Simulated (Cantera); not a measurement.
What does this Cantera script print?

```python
import numpy as np
import cantera as ct

gas_names = """
    O2 Br2
""".split()
cond_names = """
    Ca(b) CaBr2(L) CaO(s)
""".split()


def load(file, names, dense=False):
    # The tables refer to 1 bar. Condensed volumes are neglected.
    table = {s.name: s for s in ct.Species.list_from_file(file)}
    out = []
    for n in names:
        d = dict(table[n].input_data)
        d["thermo"] = dict(d["thermo"], **{"reference-pressure": 1e5})
        if dense:
            d["equation-of-state"] = {"model": "constant-volume", "density": "1e6 g/cm^3"}
        out.append(ct.Species.from_dict(d))
    return out


species = {s.name: s for s in load("nasa_gas.yaml", gas_names) + load("nasa_condensed.yaml", cond_names)}
T = 1025
g = {n: (s.thermo.h(T) - T * s.thermo.s(T)) / (ct.gas_constant * T * np.log(10)) for n, s in species.items()}
valid = cond_names  # the entries whose range holds T


def stable(la, lb):
    # potentials (over RT ln 10) of the two non-metals from log10 p(O2) and log10 p(Br2) in bar
    mu = {}
    mu["O"] = (g["O2"] + la) / 2
    mu["Br"] = (g["Br2"] + lb) / 2
    cost = {}
    for n in valid:
        c = species[n].composition
        cost[n] = (g[n] - sum(c.get(e, 0) * m for e, m in mu.items())) / c["Ca"]
    return min(cost, key=cost.get)


results = []
for lb in [1, -0.4, -1.9, -3.3, -4.7, -6.1, -7.6, -9, -10.4, -11.9, -13.3, -14.7, -16.1, -17.6, -19]:
    row = [stable(la, lb) for la in [-13, -12.1, -11.3, -10.4, -9.5, -8.7, -7.8, -6.9, -6.1, -5.2, -4.3, -3.5, -2.6, -1.7, -0.9, 0]]
    results.append(row)
    print(f"{lb:6.1f}  " + " ".join(f"{valid.index(n):x}" for n in row))
print("key: " + ", ".join(f"{i:x} {n}" for i, n in enumerate(valid)))
```

Result:

```
   1.0  1 1 1 1 1 1 1 1 1 1 1 1 1 1 1 1
  -0.4  1 1 1 1 1 1 1 1 1 1 1 1 1 1 1 1
  -1.9  1 1 1 1 1 1 1 1 1 1 1 1 1 1 1 2
  -3.3  1 1 1 1 1 1 1 1 1 1 1 1 2 2 2 2
  -4.7  1 1 1 1 1 1 1 1 2 2 2 2 2 2 2 2
  -6.1  1 1 1 1 1 2 2 2 2 2 2 2 2 2 2 2
  -7.6  1 1 2 2 2 2 2 2 2 2 2 2 2 2 2 2
  -9.0  2 2 2 2 2 2 2 2 2 2 2 2 2 2 2 2
 -10.4  2 2 2 2 2 2 2 2 2 2 2 2 2 2 2 2
 -11.9  2 2 2 2 2 2 2 2 2 2 2 2 2 2 2 2
 -13.3  2 2 2 2 2 2 2 2 2 2 2 2 2 2 2 2
 -14.7  2 2 2 2 2 2 2 2 2 2 2 2 2 2 2 2
 -16.1  2 2 2 2 2 2 2 2 2 2 2 2 2 2 2 2
 -17.6  2 2 2 2 2 2 2 2 2 2 2 2 2 2 2 2
 -19.0  2 2 2 2 2 2 2 2 2 2 2 2 2 2 2 2
key: 0 Ca(b), 1 CaBr2(L), 2 CaO(s)
```

Standard-state values (1 bar) from the NASA 1993 polynomials, evaluated with Cantera. Not in the tables: oxide halides.
